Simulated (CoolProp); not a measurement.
Properties of CH3F (R41) along the isobar 68.6 bar.

Computed with CoolProp (reference Helmholtz-energy equation of state, Lemmon 2006). It is a short technical equation, of lower accuracy than the large ones.

| T (°C) | phase | density (kg/m³) | cv (kJ/(kg K)) | Joule-Thomson coefficient (K/MPa) | isothermal compressibility (1/MPa) | expansivity (1/kK) |
|---|---|---|---|---|---|---|
| -44.55 | liquid | 818.8 | 1.219 | -0.2137 | 0.002375 | 2.758 |
| -25.35 | liquid | 773.2 | 1.202 | -0.1149 | 0.003393 | 3.247 |
| -6.25 | liquid | 721.8 | 1.197 | 0.04340 | 0.005227 | 4.022 |
| 12.85 | liquid | 660.4 | 1.207 | 0.3274 | 0.009250 | 5.466 |
| 31.95 | liquid | 577.4 | 1.241 | 0.9914 | 0.02304 | 9.444 |
| 51.05 | supercritical | 320.9 | 1.505 | 6.520 | 0.9738 | 135.2 |
| 70.25 | supercritical | 143.5 | 1.279 | 9.231 | 0.2897 | 15.81 |
| 89.35 | supercritical | 114.8 | 1.199 | 8.417 | 0.2236 | 9.014 |
| 108.45 | supercritical | 99.23 | 1.175 | 7.512 | 0.1979 | 6.539 |
| 127.55 | supercritical | 88.78 | 1.176 | 6.677 | 0.1839 | 5.228 |
